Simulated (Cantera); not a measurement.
Charge: 1 mol PbO, 0.87 mol H2, equilibrated at 0.0133 bar.

Equilibrium computed with Cantera from the NASA thermochemical tables; the gas is ideal and each condensed phase is pure. Candidate condensed phases: H2O, Pb, PbO, PbO2, Pb3O4; 12 gas species. Kinetics and transport are ignored.

x: gas mole fraction; n: condensed amount in mol.

```json
[
 {"T (K)": "550", "x H2O": "1.000", "x Pb": "1.15e-11", "x H2": "1.12e-5", "x PbO": "<1e-12", "n Pb(s)": "0.870", "n PbO(red)": "0.130", "n Pb(l)": "0", "n PbO(yellow)": "0"},
 {"T (K)": "600", "x H2O": "1.000", "x Pb": "3.87e-10", "x H2": "1.84e-5", "x PbO": "<1e-12", "n Pb(s)": "0.870", "n PbO(red)": "0.130", "n Pb(l)": "0", "n PbO(yellow)": "0"},
 {"T (K)": "650", "x H2O": "1.000", "x Pb": "7.02e-9", "x H2": "2.64e-5", "x PbO": "<1e-12", "n Pb(s)": "0", "n PbO(red)": "0.130", "n Pb(l)": "0.870", "n PbO(yellow)": "0"},
 {"T (K)": "700", "x H2O": "1.000", "x Pb": "8.36e-8", "x H2": "3.64e-5", "x PbO": "…", "n Pb(s)": "0", "n PbO(red)": "0.130", "n Pb(l)": "0.870", "n PbO(yellow)": "0"},
 {"T (K)": "750", "x H2O": "1.000", "x Pb": "7.11e-7", "x H2": "4.85e-5", "x PbO": "…", "n Pb(s)": "0", "n PbO(red)": "0.130", "n Pb(l)": "0.870", "n PbO(yellow)": "0"},
 {"T (K)": "800", "x H2O": "1.000", "x Pb": "4.61e-6", "x H2": "6.31e-5", "x PbO": "…", "n Pb(s)": "0", "n PbO(red)": "0", "n Pb(l)": "0.870", "n PbO(yellow)": "0.130"},
 {"T (K)": "850", "x H2O": "1.000", "x Pb": "2.39e-5", "x H2": "8.02e-5", "x PbO": "…", "n Pb(s)": "0", "n PbO(red)": "0", "n Pb(l)": "0.870", "n PbO(yellow)": "0.130"},
 {"T (K)": "900", "x H2O": "1.000", "x Pb": "0.000103", "x H2": "9.98e-5", "x PbO": "…", "n Pb(s)": "0", "n PbO(red)": "0", "n Pb(l)": "0.870", "n PbO(yellow)": "0.130"},
 {"T (K)": "950", "x H2O": "0.999", "x Pb": "0.000377", "x H2": "0.000122", "x PbO": "…", "n Pb(s)": "0", "n PbO(red)": "0", "n Pb(l)": "0.870", "n PbO(yellow)": "0.130"}
]
```

**Question.** Some entries are withheld; supply them.

**Answer.** 
- 700, x PbO: 1.24e-11
- 750, x PbO: 3.14e-10
- 800, x PbO: 5.25e-9
- 850, x PbO: 6.24e-8
- 900, x PbO: 5.60e-7
- 950, x PbO: 3.96e-6
